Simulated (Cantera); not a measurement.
**Hydrocarbon pyrolysis for carbon deposition**

An isothermal, constant-pressure homogeneous reactor starts with 20.0 % C₂H₆, 80.0 % N₂, at 1450 K and 0.210 Torr.

Cantera simulation using GRI-Mech 3.0 (53 species, 325 reactions); the numbers are that mechanism's predictions, not measurements. GRI-Mech 3.0 stops at C3 and has no aromatics, soot or wall deposition, so with more carbon than oxygen in the feed, carbon stays in small species such as C2H2 where larger ones or solid carbon would form. Radical loss at walls, strong at low pressure, is not modelled.

```
t (s)       x C₂H₆      x H₂     x CH₂    x C₂H₄     x CH₄
--------  --------  --------  --------  --------  --------
4.00e-5      0.200  2.59e-10    <1e-12  6.74e-11   1.08e-8
0.000112     0.200   1.96e-9  5.44e-12   1.16e-9   8.44e-8
0.000312     0.200   1.76e-8  1.29e-10   2.27e-8   6.57e-7
0.000871     0.200   3.13e-7   2.83e-9   4.66e-7   5.09e-6
0.00243      0.199   8.46e-6   5.50e-8   9.89e-6   3.91e-5
0.00679      0.197  0.000211   7.41e-7  0.000216  0.000291
0.0190       0.187   0.00363   4.23e-6   0.00386   0.00203
0.0529       0.140    0.0267   1.22e-5    0.0302    0.0137
0.148       0.0326    0.0869   1.73e-5    0.0815    0.0604
0.413     0.000702     0.143   4.09e-6    0.0583    0.0792
1.15       3.88e-5     0.168   6.39e-7    0.0342    0.0755
3.22       9.24e-6     0.184   1.49e-7    0.0183    0.0728
8.98       3.79e-6     0.195   5.65e-8   0.00698    0.0706
25.1       3.17e-6     0.202   5.02e-8   0.00114    0.0677
70.0       3.51e-6     0.213   7.02e-8  0.000501    0.0591
```
x: mole fraction; the columns are a selection and need not sum to one.

Equilibrium at this temperature and pressure: C₂H₆ 3.53e-12, H₂ 0.285, CH₂ 3.38e-10, C₂H₄ 3.45e-6, CH₄ 1.91e-5 (gas phase only).
